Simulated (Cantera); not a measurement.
What does this Cantera script print?

```python
import numpy as np
import cantera as ct

gas_names = [...]  # 87 gases of nasa_gas.yaml made of C, H, Si
cond_names = """
    C(gr) C6H6(L) C7H8(L) C8H18(L),n-octa Si(cr) Si(L) SiC(b)
""".split()


# ... load() reads the species with a 1 bar reference pressure and builds the phases ...
atoms = {
    'SiH4': {'Si': 1, 'H': 4},
    'CH4': {'C': 1, 'H': 4},
    'H2': {'H': 2},
}
top_T = {'C(gr)': 4500, 'SiC(b)': 3050}  # K; cautious upper limits of use, not melting points


# ... equilibrate(T, P, feed) seeds the gas with the atoms and calls Mixture.equilibrate('TP', solver="vcs", rtol=1e-11, max_steps=5000) ...
results = []
feed = {'SiH4': 1, 'CH4': 0.36, 'H2': 22}  # mol
T = 2123.15  # K
P = 180  # Pa
mix = equilibrate(T, P, feed)
results.append((T, P, feed, dict(zip(mix.species_names, mix.species_moles))))
print(gas.report(threshold=0.0001))
for i in range(1, mix.n_phases):
    print(f"{mix.phase(i).name:16s} {mix.phase_moles(i):12.5e} mol")
```

It prints:

```
       temperature   2123.2 K
          pressure   180 Pa
           density   2.6889e-05 kg/m^3
  mean mol. weight   2.637 kg/kmol
   phase of matter   gas

                          1 kg             1 kmol
                     ---------------   ---------------
          enthalpy        3.1897e+07        8.4113e+07  J
   internal energy        2.5203e+07         6.646e+07  J
           entropy             92657        2.4434e+05  J/K
    Gibbs function       -1.6483e+08       -4.3465e+08  J
 heat capacity c_p             12609             33249  J/K
 heat capacity c_v            9455.6             24935  J/K

                      mass frac. Y      mole frac. X     chem. pot. / RT
                     ---------------   ---------------   ---------------
    C2H2,acetylene         0.0017478        0.00017701           -34.018
                 H          0.030605          0.080065           -13.052
                H2           0.68414           0.89488           -26.104
                Si            0.2455          0.023051           -7.6352
              SiC2         0.0038563        0.00019516            -15.55
               SiH         0.0052736          0.000478           -20.687
              Si2C          0.026594         0.0010286           -19.228
     [  +80 minor]          0.002284        0.00012689

C(gr)             0.00000e+00 mol
Si(L)             0.00000e+00 mol
SiC(b)            3.13094e-01 mol
```

These are equilibrium values from Cantera (NASA tables, ideal gas, pure condensed phases), not measurements of a reactor. Gases not in the tables: Si2H6 and higher silanes.
